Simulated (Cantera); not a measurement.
A closed system holds: 1 mol toluene, 1.1 mol H2, at 2650 °C and 1.00 Torr.

These are equilibrium values from Cantera (NASA tables, ideal gas, pure condensed phases), not measurements of a reactor. Candidate condensed phases: C, C6H6, C7H8, C8H18; 76 gas species. The numbers say what is thermodynamically allowed, not how fast it happens.

Base state: H 0.804, C3 0.101, H2 0.0562, C 0.0179, C2 0.0101, C2H 0.00610, C2H2 (acetylene) 0.00278, C5 0.00145 (mole fractions); condensed: C(graphite).

Question: What changes in the equilibrium state with this change: toluene replaced by CH3OH?

Answer: 
```
species            before    after
----------------  -------  -------
H                   0.804    0.798
CO                      0    0.147
H2                 0.0562   0.0553
C3                  0.101    <1e-9
C                  0.0179  9.44e-6
C2                 0.0101  2.79e-9
C2H               0.00610  1.68e-9
C2H2 (acetylene)  0.00278    <1e-9
C(graphite), mol     2.97        0
```
Further candidate phases: H2O.

Question: What changes in the equilibrium state with this change: temperature from 2650 °C to 2600 °C?

Answer: 
```
species             before     after
----------------  --------  --------
H                    0.804     0.833
H2                  0.0562    0.0837
C3                   0.101    0.0569
C2                  0.0101   0.00564
C                   0.0179    0.0108
C5                 0.00145  0.000697
C4                0.000272  0.000132
C2H2 (acetylene)   0.00278   0.00355
CH                 7.94e-5   6.36e-5
C2H                0.00610   0.00501
C(graphite), mol      2.97      4.84
```
